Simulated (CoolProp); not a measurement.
Model: reference Helmholtz-energy equation of state, Gao 2022, in CoolProp.

Give the vapour pressure (MPa), vapour density (kg/m³), enthalpy of vaporisation (kJ/kg), liquid cp (kJ/(kg K)) of saturated n-perfluorohexane at 317.3, 350.5, 357.9 K.


| T (K) | p (MPa) | vapour density (kg/m³) | enthalpy of vaporisation (kJ/kg) | liquid cp (kJ/(kg K)) |
|---|---|---|---|---|
| 317.3 | 0.0638 | 8.56 | 88.1 | 1.08 |
| 350.5 | 0.192 | 24.7 | 78.4 | 1.13 |
| 357.9 | 0.237 | 30.5 | 76.0 | 1.15 |
